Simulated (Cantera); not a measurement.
A Cantera script and what it prints.

```python
import numpy as np
import cantera as ct

gas_names = [...]  # 130 gases of nasa_gas.yaml made of C, H, Mg, O, S
cond_names = """
    C(gr) C6H6(L) C7H8(L) C8H18(L),n-octa H2O(s) H2O(L) H2SO4(L) Mg(cr) Mg(L) MgCO3(s) MgO(s) MgO(L)
    MgO2H2(s) MgS(s) MgSO4(s) MgSO4(L) S(cr1) S(cr2) S(L)
""".split()


# ... load() reads the species with a 1 bar reference pressure and builds the phases ...
atoms = {
    'MgO': {'Mg': 1, 'O': 1},
    'H2S': {'H': 2, 'S': 1},
    'CO2': {'C': 1, 'O': 2},
}
top_T = {'C(gr)': 4500, 'MgS(s)': 2250}  # K; cautious upper limits of use, not melting points


# ... equilibrate(T, P, feed) seeds the gas with the atoms and calls Mixture.equilibrate('TP', solver="vcs", rtol=1e-11, max_steps=5000) ...
results = []
feed = {'MgO': 1, 'H2S': 0.49, 'CO2': 0.41}  # mol
P = 13332.2  # Pa
for T in [773, 848, 923, 998, 1073, 1148, 1223, 1298, 1373, 1448, 1523, 1598, 1673, 1748]:
    mix = equilibrate(T, P, feed)
    results.append((T, P, feed, dict(zip(mix.species_names, mix.species_moles))))
    x = sorted(zip(gas.X, gas.species_names), reverse=True)
    print(f"T = {T:g} K  P = {P:g} Pa  gas = {mix.phase_moles(0):.4g} mol")
    print("   x: " + "  ".join(f"{s} {v:.3e}" for v, s in x if v > 1e-06))
    print("   condensed (mol): " + ("  ".join(f"{mix.phase(i).name} {mix.phase_moles(i):.4g}"
          for i in range(1, mix.n_phases) if mix.phase_moles(i) > 1e-12) or "none"))
```

Output:

```
T = 773 K  P = 13332.2 Pa  gas = 0.9066 mol
   x: H2S 4.936e-01  CO2 4.109e-01  H2O 4.197e-02  COS 3.133e-02  CO 9.503e-03  S2 7.235e-03  H2 4.975e-03  CS2 5.720e-04  SO2 1.408e-06  S2O 1.191e-06
   condensed (mol): MgO(s) 1
T = 848 K  P = 13332.2 Pa  gas = 0.9154 mol
   x: H2S 4.672e-01  CO2 3.910e-01  H2O 5.759e-02  COS 3.314e-02  CO 2.312e-02  S2 1.681e-02  H2 1.053e-02  CS2 6.722e-04  SO2 5.479e-06  S2O 4.185e-06  SH 2.180e-06
   condensed (mol): MgO(s) 1
T = 923 K  P = 13332.2 Pa  gas = 0.93 mol
   x: H2S 4.297e-01  CO2 3.638e-01  H2O 7.760e-02  CO 4.499e-02  S2 3.225e-02  COS 3.137e-02  H2 1.960e-02  CS2 6.464e-04  SO2 1.825e-05  S2O 1.190e-05  SH 9.745e-06
   condensed (mol): MgO(s) 1
T = 998 K  P = 13332.2 Pa  gas = 0.9504 mol
   x: H2S 3.813e-01  CO2 3.303e-01  H2O 1.015e-01  CO 7.350e-02  S2 5.296e-02  H2 3.269e-02  COS 2.708e-02  CS2 5.303e-04  SO2 5.308e-05  SH 3.350e-05  S2O 2.835e-05
   condensed (mol): MgO(s) 1
T = 1073 K  P = 13332.2 Pa  gas = 0.9753 mol
   x: H2S 3.256e-01  CO2 2.931e-01  H2O 1.273e-01  CO 1.051e-01  S2 7.693e-02  H2 4.943e-02  COS 2.185e-02  CS2 3.885e-04  SO2 1.366e-04  SH 9.304e-05  S2O 5.825e-05  SO 1.817e-06
   condensed (mol): MgO(s) 1
T = 1148 K  P = 13332.2 Pa  gas = 1.002 mol
   x: H2S 2.678e-01  CO2 2.561e-01  H2O 1.525e-01  CO 1.359e-01  S2 1.015e-01  H2 6.850e-02  COS 1.684e-02  SO2 3.159e-04  CS2 2.638e-04  SH 2.171e-04  S2O 1.060e-04  SO 7.210e-06
   condensed (mol): MgO(s) 1
T = 1223 K  P = 13332.2 Pa  gas = 1.029 mol
   x: CO2 2.222e-01  H2S 2.131e-01  H2O 1.748e-01  CO 1.634e-01  S2 1.243e-01  H2 8.801e-02  COS 1.263e-02  SO2 6.675e-04  SH 4.394e-04  S2O 1.751e-04  CS2 1.708e-04  SO 2.407e-05
   condensed (mol): MgO(s) 1
T = 1298 K  P = 13332.2 Pa  gas = 1.054 mol
   x: CO2 1.932e-01  H2O 1.931e-01  CO 1.865e-01  H2S 1.654e-01  S2 1.437e-01  H2 1.062e-01  COS 9.353e-03  SO2 1.310e-03  SH 7.920e-04  S2O 2.676e-04  CS2 1.076e-04  SO 6.970e-05  S 2.821e-06
   condensed (mol): MgO(s) 1
T = 1373 K  P = 13332.2 Pa  gas = 1.075 mol
   x: H2O 2.070e-01  CO 2.053e-01  CO2 1.692e-01  S2 1.589e-01  H2S 1.263e-01  H2 1.220e-01  COS 6.922e-03  SO2 2.410e-03  SH 1.300e-03  S2O 3.840e-04  SO 1.793e-04  CS2 6.722e-05  S 8.889e-06  H 3.185e-06
   condensed (mol): MgO(s) 1
T = 1448 K  P = 13332.2 Pa  gas = 1.092 mol
   x: CO 2.207e-01  H2O 2.167e-01  S2 1.699e-01  CO2 1.494e-01  H2 1.350e-01  H2S 9.587e-02  COS 5.161e-03  SO2 4.174e-03  SH 1.982e-03  S2O 5.221e-04  SO 4.160e-04  CS2 4.226e-05  S 2.459e-05  H 9.277e-06
   condensed (mol): MgO(s) 1
T = 1523 K  P = 13332.2 Pa  gas = 1.107 mol
   x: CO 2.337e-01  H2O 2.225e-01  S2 1.770e-01  H2 1.459e-01  CO2 1.328e-01  H2S 7.294e-02  SO2 6.798e-03  COS 3.897e-03  SH 2.847e-03  SO 8.809e-04  S2O 6.760e-04  S 6.098e-05  CS2 2.707e-05  H 2.417e-05  OH 1.137e-06
   condensed (mol): MgO(s) 1
T = 1598 K  P = 13332.2 Pa  gas = 1.119 mol
   x: CO 2.450e-01  H2O 2.247e-01  S2 1.805e-01  H2 1.552e-01  CO2 1.184e-01  H2S 5.602e-02  SO2 1.038e-02  SH 3.906e-03  COS 2.988e-03  SO 1.715e-03  S2O 8.357e-04  S 1.378e-04  H 5.743e-05  CS2 1.782e-05  OH 3.237e-06
   condensed (mol): MgO(s) 1
T = 1673 K  P = 13332.2 Pa  gas = 1.129 mol
   x: CO 2.552e-01  H2O 2.238e-01  S2 1.813e-01  H2 1.638e-01  CO2 1.054e-01  H2S 4.362e-02  SO2 1.485e-02  SH 5.163e-03  SO 3.090e-03  COS 2.327e-03  S2O 9.891e-04  S 2.874e-04  H 1.262e-04  CS2 1.212e-05  OH 8.297e-06
   condensed (mol): MgO(s) 1
T = 1748 K  P = 13332.2 Pa  gas = 1.139 mol
   x: CO 2.645e-01  H2O 2.201e-01  S2 1.796e-01  H2 1.721e-01  CO2 9.360e-02  H2S 3.450e-02  SO2 1.997e-02  SH 6.621e-03  SO 5.194e-03  COS 1.839e-03  S2O 1.125e-03  S 5.594e-04  H 2.596e-04  OH 1.936e-05  CS2 8.517e-06  Mg 1.419e-06
   condensed (mol): MgO(s) 1
```

Equilibrium computed with Cantera from the NASA thermochemical tables; the gas is ideal and each condensed phase is pure. Gases not in the tables: S3 to S7.
